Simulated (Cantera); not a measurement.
A perfectly stirred reactor is fed with 8.90 % CH4, 19.1 % O2, 72.0 % N2, equivalence ratio 0.93, at 100000 Pa; it is adiabatic with a 300 K inlet, and is followed from long to short residence time, starting on the burning branch (τ in s: 0.093, 0.042, 0.019, 0.0088, 0.004, 0.0018, 0.00084, 0.00038, 0.00017, 7.9e-05, 3.6e-05, 1.7e-05).

Computed with Cantera and GRI-Mech 3.0 (53 species, 325 reactions).

**Question.** Predict: blow-out, bracketed by the residence times tried; x(CH4) at τ = 93.0 ms; x(O2) at τ = 93.0 ms; x(H) at τ = 93.0 ms; x(N2O) at τ = 93.0 ms; x(O) at τ = 93.0 ms; x(CH4) at τ = 0.840 ms; x(O2) at τ = 0.840 ms; x(H) at τ = 0.840 ms; x(N2O) at τ = 0.840 ms; x(O) at τ = 0.840 ms.

**Answer.** 
| Property | Value |
|---|---|
| blow-out, bracketed by the residence times tried | burning at 0.170 ms, out at 79.0 µs |
| x(CH4) at τ = 93.0 ms | 4.38e-6 |
| x(O2) at τ = 93.0 ms | 0.0153 |
| x(H) at τ = 93.0 ms | 0.000294 |
| x(N2O) at τ = 93.0 ms | 1.77e-7 |
| x(O) at τ = 93.0 ms | 0.000383 |
| x(CH4) at τ = 0.840 ms | 0.000145 |
| x(O2) at τ = 0.840 ms | 0.0255 |
| x(H) at τ = 0.840 ms | 0.00442 |
| x(N2O) at τ = 0.840 ms | 1.42e-7 |
| x(O) at τ = 0.840 ms | 0.00280 |
